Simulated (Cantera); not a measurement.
A perfectly stirred reactor is fed with C3H8 : O2 : N2 = 1 : 3.33 : 9.33 (molar parts), equivalence ratio 1.5, at 12000 Torr; it is adiabatic with a 598 K inlet, and is followed from long to short residence time, starting on the burning branch (τ in s: 0.048, 0.026, 0.014, 0.0073, 0.0039, 0.0021, 0.0011, 0.00059, 0.00032, 0.00017, 9e-05).

Detailed kinetics in Cantera: GRI-Mech 3.0 (53 species, 325 reactions). GRI-Mech 3.0 was tuned for natural gas; its chemistry of propane as a main component is partial and can be far from experiment. The pressure lies above the range GRI-Mech 3.0 was tuned for (to about 10 atm).

One state of this run: T (K) = 2437; x C3H8 = 5.42e-7; x O2 = 9.76e-5; x HCN = 1.68e-5; x CO = 0.131; x HCO = 5.89e-7; x CH3 = 3.87e-5. x: mole fraction; the columns are a selection and need not sum to one.

Problem. Which value of τ (s) does it belong to?
A) 0.0011
B) 9.0e-5
C) 0.0073
D) 0.0039

Solution. D, 0.0039
